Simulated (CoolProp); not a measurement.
Fluoroethane (R161) at 298.15 K and 0.575 MPa is throttled through a valve to 0.21 MPa with no heat exchange. Each further row changes one setting.

Values from CoolProp's reference Helmholtz-energy equation of state, Wu 2012.

```json
[
 {"case": "as stated", "temperature change (K)": "-8.6", "final density (kg/m³)": "4.35"},
 {"case": "outlet pressure 0.063 MPa", "temperature change (K)": "-12.1", "final density (kg/m³)": "1.29"},
 {"case": "outlet pressure 0.273 MPa", "temperature change (K)": "-7.1", "final density (kg/m³)": "5.69"}
]
```
